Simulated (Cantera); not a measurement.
Input: 1 mol C2F6, held at 1227 °C and 0.00133 bar.

Equilibrium computed with Cantera from the NASA thermochemical tables; the gas is ideal and each condensed phase is pure. Candidate condensed phases: C; 13 gas species. The feed counts by its element totals alone. Gases not in the tables: C2F6 and larger saturated fluorocarbons. Equilibrium is a limit: real reactors are often held back by kinetics, nucleation or transport.

Base state: CF4 0.998, CF2 0.00117, F 0.000283, CF3 0.000164 (mole fractions); condensed: C(graphite).

What changes in the equilibrium state with this change: 0.0035 mol H2 added?


```tsv
species	before	after
CF4	0.998	0.994
HF	0	0.00465
CF2	0.00117	0.00117
CF3	0.000164	0.000163
F	0.000283	0.000282
C(graphite), mol	0.499	0.501
```
Further candidate phases: C6H6, C7H8, C8H18.
